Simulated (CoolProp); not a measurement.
A closed Brayton cycle with carbon dioxide: compressor inlet 331.15 K and 9.8 MPa, high pressure 32.6 MPa, turbine inlet 855 K, compressor efficiency 0.8, turbine efficiency 0.93, recuperator effectiveness 0.8 (on enthalpy, no pinch check). Each further row changes one setting.

Model: reference Helmholtz-energy equation of state, Span 1996, in CoolProp.

```csv
case,thermal efficiency (%),net work (kJ/kg),compressor to turbine work,compressor exit (K),turbine exit (K)
as stated,31.2,100,0.40,427.9,703.7
turbine inlet 805 K,29.7,88.7,0.43,427.9,659.1
compressor inlet 341.15 K,29.8,90.9,0.46,448.7,703.7
high pressure 27.7 MPa,30.1,90.9,0.38,414.2,723.5
recuperator effectiveness 0.5,24.0,100,0.40,427.9,703.7
```
